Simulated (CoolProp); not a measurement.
CH3F (R41) along the isotherm 151.85 °C: density (kg/m³) from the reference equation and from simpler models built on Tc = 44.1 °C, pc = 5.906 MPa, ω = 0.200; each cubic takes its own stable root.

Values from CoolProp's reference Helmholtz-energy equation of state, Lemmon 2006. It is a short technical equation, of lower accuracy than the large ones.

```csv
p (MPa),phase,reference
4.92,gas,53.89
9.84,supercritical,123.2
14.8,supercritical,208.4
19.7,supercritical,294.3
24.6,supercritical,365.3
29.5,supercritical,418.8
34.5,supercritical,460.5
39.4,supercritical,492.9
44.3,supercritical,519.7
49.2,supercritical,542.4
54.1,supercritical,562.2
59.1,supercritical,580.0
```

Task: How far does each simpler model (ideal gas, van der Waals, Redlich-Kwong, Soave-Redlich-Kwong, Peng-Robinson) lie from the reference over these 12 states: mean and median of the absolute difference, and the worst?

Result: 
- ideal gas: mean 21.7 %, median 23.0 %, worst -35.5 % at 151.85 °C and 19.7 MPa
- van der Waals: mean 17.3 %, median 21.1 %, worst -29.0 % at 151.85 °C and 59.1 MPa
- Redlich-Kwong: mean 10.0 %, median 13.1 %, worst -14.4 % at 151.85 °C and 59.1 MPa
- Soave-Redlich-Kwong: mean 15.5 %, median 18.1 %, worst -19.2 % at 151.85 °C and 29.5 MPa
- Peng-Robinson: mean 9.5 %, median 11.0 %, worst -13.0 % at 151.85 °C and 29.5 MPa
